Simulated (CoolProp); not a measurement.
Saturation properties of ethylene (Tc = 9.2 °C, pc = 5042 kPa, ω = 0.087).

The numbers come from the reference Helmholtz-energy equation of state, Smukala 2000 in CoolProp.

```
T (°C)   p (kPa)  liquid density (kg/m³)  vapour density (kg/m³)
-------  -------  ----------------------  ----------------------
-142.65    4.667                   620.5                  0.1211
-132.25      [?]                     [?]                  0.3100
-121.85      [?]                   592.8                     [?]
-111.45    62.93                   578.5                     [?]
-101.05    118.6                   563.7                   2.415
-90.65     206.4                     [?]                   4.038
-80.25       [?]                     [?]                   6.381
-69.85     520.2                   515.8                   9.642
```

Q: Some entries are withheld; supply them.

A: 
- -132.25, p (kPa): 12.85
- -132.25, liquid density (kg/m³): 606.8
- -121.85, p (kPa): 30.25
- -121.85, vapour density (kg/m³): 0.6840
- -111.45, vapour density (kg/m³): 1.345
- -90.65, liquid density (kg/m³): 548.5
- -80.25, p (kPa): 336.6
- -80.25, liquid density (kg/m³): 532.5

It boils at -103.8 °C under 1 atm.
